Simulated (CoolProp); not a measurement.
The fluid at 298.15 K and 0.714 MPa is compressed adiabatically to 5.12 MPa with isentropic efficiency 0.8. The same conditions are run with several fluids, on thermodynamics alone (safety and materials aside).

Computed with CoolProp (reference Helmholtz-energy equation of state of each fluid (nitrogen: Span 2000; dry air: Lemmon 2000; carbon dioxide: Span 1996; hydrogen chloride: Thol 2018)). Blends and air are pseudo-pure fits.

```
fluid              work (kJ/kg)  final temperature (K)    final phase  final density (kg/m³)
-----------------  ------------  ---------------------  -------------  ---------------------
nitrogen                    295                  577.9  supercritical                   29.2
dry air                     285                  576.3  supercritical                   30.4
carbon dioxide              166                  487.4            gas                   57.9
hydrogen chloride           215                  576.8            gas                   40.2
```
